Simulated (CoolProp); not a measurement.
Properties of decamethyltetrasiloxane (MD2M) at several states.

Values from CoolProp's reference Helmholtz-energy equation of state, Thol 2017.

```json
[
 {"T (°C)": "49.15", "p (MPa)": "0.632", "phase": "liquid", "Z": "0.08875", "cp (kJ/(kg K))": "1.783", "fugacity coefficient": "0.0005179"},
 {"T (°C)": "168.15", "p (MPa)": "0.0127", "phase": "gas", "Z": "0.9895", "cp (kJ/(kg K))": "1.742", "fugacity coefficient": "0.9896"},
 {"T (°C)": "166.55", "p (MPa)": "0.786", "phase": "liquid", "Z": "0.09488", "cp (kJ/(kg K))": "2.048", "fugacity coefficient": "0.06501"}
]
```
